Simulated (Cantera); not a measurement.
Input: 1 mol TiC, 0.18 mol C, 0.11 mol H₂, 0.0079 mol Cl₂, held at 8.00 mbar.

Method: chemical equilibrium by Gibbs-energy minimisation in Cantera with the NASA 1993 tables (ideal gas, pure condensed phases). Candidate condensed phases: C, C₆H₆, C₇H₈, C₈H₁₈, Ti, TiC, TiCl₂, TiCl₃, TiCl₄; 96 gas species. The tables' values for TiCl₂ are old estimates; treat these amounts as uncertain. TiC: taken at fixed stoichiometry. Rates play no part.

log p: log10 of the partial pressure in bar; n: condensed amount in mol.

| T (°C) | log p H₂ | log p HCl | log p H | log p Cl | log p C₂H₂ (acetylene) | log p TiCl₂ | log p TiCl₃ | n C(graphite) | n TiC(s) |
|---|---|---|---|---|---|---|---|---|---|
| 1375 | -2.16 | -2.97 | -5.13 | -6.05 | -6.51 | -7.04 | -6.36 | 0.180 | 1.000 |
| 1450 | -2.16 | -2.97 | (withheld) | (withheld) | (withheld) | -6.87 | (withheld) | 0.180 | 1.000 |
| 1525 | -2.16 | -2.97 | -4.53 | -5.46 | -5.92 | -6.70 | -6.56 | 0.180 | 1.000 |
| 1600 | -2.16 | -2.97 | -4.27 | -5.20 | -5.67 | -6.55 | -6.64 | 0.180 | 1.000 |
| 1675 | -2.17 | -2.98 | (withheld) | (withheld) | (withheld) | -6.42 | (withheld) | 0.180 | 1.000 |
| 1750 | -2.17 | -2.98 | -3.81 | -4.75 | -5.22 | -6.30 | -6.81 | 0.180 | 1.000 |
| 1825 | -2.17 | -2.99 | -3.60 | -4.55 | -5.02 | -6.19 | -6.89 | 0.180 | 1.000 |

Some entries are withheld; supply them.


- 1450, log p H: -4.82
- 1450, log p Cl: -5.74
- 1450, log p C₂H₂ (acetylene): -6.20
- 1450, log p TiCl₃: -6.46
- 1675, log p H: -4.03
- 1675, log p Cl: -4.97
- 1675, log p C₂H₂ (acetylene): -5.43
- 1675, log p TiCl₃: -6.73
